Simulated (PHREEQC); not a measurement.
**Copper plating or etch bath: an equilibrium model**

Make-up at 25 °C: 0.0066 mol CuSO4, 0.072 mol H2SO4 and 0.0041 mol Na2SO4 per kg of water. Closed to the air; pH follows from the charge balance.

All values are PHREEQC results (ion-association model, phreeqc.dat), not measurements.

Each row changes one thing in this solution. No solid was allowed to form.

```
case                                                pH  ionic strength (mol/kgw)  HSO4- (mol/kgw)  SO4-2 (mol/kgw)
------------------------------------------------  ----  ------------------------  ---------------  ---------------
as made                                           1.16                     0.125           0.0601           0.0201
Na2SO4 left out                                   1.15                     0.118           0.0579           0.0185
H2SO4 from 0.072 to 0.36 mol/kgw                   ___                     0.451              ___           0.0387
temperature from 25 to 80 °C                       ___                     0.102           0.0738          0.00743
CuSO4 left out                                    1.15                     0.112              ___           0.0181
Na2SO4 from 0.0041 to 0.00082 mol/kgw             1.15                     0.119           0.0584           0.0188
CuSO4 replaced by Fe2(SO4)3 at the same molality   ___                     0.131           0.0603           0.0213
```

Task: Complete the blanks.

Result: 
- H2SO4 from 0.072 to 0.36 mol/kgw, pH: 0.52
- H2SO4 from 0.072 to 0.36 mol/kgw, HSO4- (mol/kgw): 0.330
- temperature from 25 to 80 °C, pH: 1.25
- CuSO4 left out, HSO4- (mol/kgw): 0.0577
- CuSO4 replaced by Fe2(SO4)3 at the same molality, pH: 1.18

Some of these states are supersaturated (in Hematite (slow to form), Goethite (slow to form), for instance). Away from 25 °C the constants follow the database's enthalpies or fits; those with neither stay at their 25 °C values.
